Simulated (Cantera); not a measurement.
Input: 1 mol Si, 0.49 mol H₂, held at 0.100 bar.

Equilibrium computed with Cantera from the NASA thermochemical tables; the gas is ideal and each condensed phase is pure. Candidate condensed phases: Si; 9 gas species. Rates play no part. All values below are at 900 K.

Base state: H₂ 1.00 (mole fractions); condensed: Si(s).

Task: What changes in the equilibrium state with this change: Si replaced by SiCl₄?

Result: 
| species | before | after |
|---|---|---|
| SiCl₄ | 0 | 0.647 |
| H₂ | 1.00 | 0.305 |
| HCl | 0 | 0.0241 |
| SiHCl₃ | 0 | 0.0233 |
| SiCl₃ | 0 | 0.000555 |
| SiH₂Cl₂ | 0 | 7.96e-5 |
| SiCl₂ | 0 | 2.27e-5 |
| Si(s), mol | 1.00 | 0 |
The tables' values for SiCl₃ are old estimates; treat these amounts as uncertain.
